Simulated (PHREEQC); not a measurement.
Consider water at 20 °C with 0.23 mol HCl and 0.013 mol Al2(SO4)3 per kg of water. Closed to the air; pH follows from the charge balance.

All values are PHREEQC results (ion-association model, wateq4f.dat), not measurements.

Each row changes one thing in this solution. Precipitation was switched off in this run.

```csv
case,pH,ionic strength (mol/kgw)
as made,0.79,0.318
Al2(SO4)3 left out,0.74,0.230
Al2(SO4)3 from 0.013 to 0.0195 mol/kgw,(withheld),0.350
diluted 2-fold with water,(withheld),0.160
HCl from 0.23 to 1.15 mol/kgw,(withheld),(withheld)
HCl from 0.23 to 2.3 mol/kgw,-0.21,(withheld)
```

**Question.** Some entries are withheld; supply them.

**Answer.** 
- Al2(SO4)3 from 0.013 to 0.0195 mol/kgw, pH: 0.81
- diluted 2-fold with water, pH: 1.07
- HCl from 0.23 to 1.15 mol/kgw, pH: 0.08
- HCl from 0.23 to 1.15 mol/kgw, ionic strength (mol/kgw): 1.26
- HCl from 0.23 to 2.3 mol/kgw, ionic strength (mol/kgw): 2.42

The ionic strength passes 0.7 mol/kgw, the rough limit of the ion-association models, in HCl from 0.23 to 1.15 mol/kgw; HCl from 0.23 to 2.3 mol/kgw.
